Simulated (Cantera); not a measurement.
A closed system holds: 1 mol Cu₂O, 3.4 mol C, 7.3 mol H₂, equilibrated at 7.80 bar.

These are equilibrium values from Cantera (NASA tables, ideal gas, pure condensed phases), not measurements of a reactor. Candidate condensed phases: C, C₆H₆, C₇H₈, C₈H₁₈, Cu, CuO, Cu(OH)₂, Cu₂O, H₂O; 113 gas species. The numbers say what is thermodynamically allowed, not how fast it happens. All values below are at 1750 °C.

Base state: H₂ 0.875, CO 0.121, CH₄ 0.00239, C₂H₂ (acetylene) 0.000781, Cu 0.000682, H 0.000636, H₂O 8.81e-5, CH₃ 3.42e-5 (mole fractions); condensed: C(graphite) + Cu(l).

**Question.** What changes in the equilibrium state with this change: C from 3.4 to 0.88 mol?

**Answer.** 
| species | before | after |
|---|---|---|
| H₂ | 0.875 | 0.877 |
| CO | 0.121 | 0.107 |
| H₂O | 8.81e-5 | 0.0143 |
| CH₄ | 0.00239 | 1.31e-5 |
| Cu | 0.000682 | 0.000682 |
| C₂H₂ (acetylene) | 0.000781 | 2.36e-8 |
| C₂H₄ | 3.16e-5 | <1e-9 |
| CH₃ | 3.42e-5 | 1.88e-7 |
| C(graphite), mol | 2.37 | 0 |
| Cu(l), mol | 1.99 | 1.99 |
